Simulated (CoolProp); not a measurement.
Vapour-liquid equilibrium of isobutene (1) + ethanol (2) at 378.5 K; x and y are mole fractions of (1).

Computed with CoolProp (multi-fluid Helmholtz-energy mixture model, Lemmon 2005 and Schroeder 2014; pair parameters Bell 2016).

```json
[
 {"x": "0.05", "bubble pressure, mixture model (MPa)": "0.5166", "bubble pressure, Raoult's law (MPa)": "0.3563", "y, mixture model": "(withheld)", "y, Raoult's law": "0.284"},
 {"x": "0.125", "bubble pressure, mixture model (MPa)": "0.8549", "bubble pressure, Raoult's law (MPa)": "0.4881", "y, mixture model": "(withheld)", "y, Raoult's law": "0.519"},
 {"x": "0.2", "bubble pressure, mixture model (MPa)": "1.129", "bubble pressure, Raoult's law (MPa)": "0.6198", "y, mixture model": "0.770", "y, Raoult's law": "0.653"},
 {"x": "0.275", "bubble pressure, mixture model (MPa)": "1.330", "bubble pressure, Raoult's law (MPa)": "0.7516", "y, mixture model": "(withheld)", "y, Raoult's law": "0.741"},
 {"x": "0.35", "bubble pressure, mixture model (MPa)": "1.466", "bubble pressure, Raoult's law (MPa)": "0.8833", "y, mixture model": "0.829", "y, Raoult's law": "0.802"},
 {"x": "0.425", "bubble pressure, mixture model (MPa)": "1.553", "bubble pressure, Raoult's law (MPa)": "1.015", "y, mixture model": "0.842", "y, Raoult's law": "0.848"},
 {"x": "0.5", "bubble pressure, mixture model (MPa)": "(withheld)", "bubble pressure, Raoult's law (MPa)": "1.147", "y, mixture model": "(withheld)", "y, Raoult's law": "0.883"},
 {"x": "0.575", "bubble pressure, mixture model (MPa)": "1.659", "bubble pressure, Raoult's law (MPa)": "1.279", "y, mixture model": "0.859", "y, Raoult's law": "0.911"},
 {"x": "0.65", "bubble pressure, mixture model (MPa)": "(withheld)", "bubble pressure, Raoult's law (MPa)": "1.410", "y, mixture model": "0.868", "y, Raoult's law": "0.933"},
 {"x": "0.725", "bubble pressure, mixture model (MPa)": "1.763", "bubble pressure, Raoult's law (MPa)": "1.542", "y, mixture model": "(withheld)", "y, Raoult's law": "0.952"},
 {"x": "0.8", "bubble pressure, mixture model (MPa)": "(withheld)", "bubble pressure, Raoult's law (MPa)": "1.674", "y, mixture model": "0.900", "y, Raoult's law": "0.968"},
 {"x": "0.875", "bubble pressure, mixture model (MPa)": "1.902", "bubble pressure, Raoult's law (MPa)": "1.806", "y, mixture model": "0.928", "y, Raoult's law": "0.981"},
 {"x": "0.95", "bubble pressure, mixture model (MPa)": "1.978", "bubble pressure, Raoult's law (MPa)": "1.937", "y, mixture model": "0.966", "y, Raoult's law": "0.993"}
]
```

What belongs in the gaps?


- 0.05, y, mixture model: 0.480
- 0.125, y, mixture model: 0.690
- 0.275, y, mixture model: 0.808
- 0.5, bubble pressure, mixture model (MPa): 1.611
- 0.5, y, mixture model: 0.851
- 0.65, bubble pressure, mixture model (MPa): 1.707
- 0.725, y, mixture model: 0.881
- 0.8, bubble pressure, mixture model (MPa): 1.828

The largest gap from Raoult's law is +82.2 % in bubble pressure, at x = 0.2. No azeotrope shows between x = 0.05 and 0.95.

The pair parameters rest on a limited set of measurements; away from them the model extrapolates. With so large a gap from Raoult's law the liquid may split in two, which this calculation doesn't test in full.
